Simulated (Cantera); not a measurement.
A closed system holds: 1 mol MgCl2, 0.71 mol H2, held at 14.0 mbar.

These are equilibrium values from Cantera (NASA tables, ideal gas, pure condensed phases), not measurements of a reactor. Candidate condensed phases: Mg, MgCl2; 10 gas species. The numbers say what is thermodynamically allowed, not how fast it happens.

Task: Which condensed phases are stable at each of these points (T (°C)): 477, 577, 677, 777, 877, 977, 1077, 1177, 1277, 1377, 1477?

Result: 
```csv
T (°C),condensed phases,Mg condensed (%)
477,MgCl2(s),100.0
577,MgCl2(s),100.0
677,MgCl2(s),99.8
777,MgCl2(l),97.0
877,MgCl2(l),73.9
977,gas only,0.0
1077,gas only,0.0
1177,gas only,0.0
1277,gas only,0.0
1377,gas only,0.0
1477,gas only,0.0
```

From 477 °C to 677 °C the condensed part is MgCl2(s). From 777 °C to 877 °C the condensed part is MgCl2(l). From 977 °C to 1477 °C nothing is condensed.
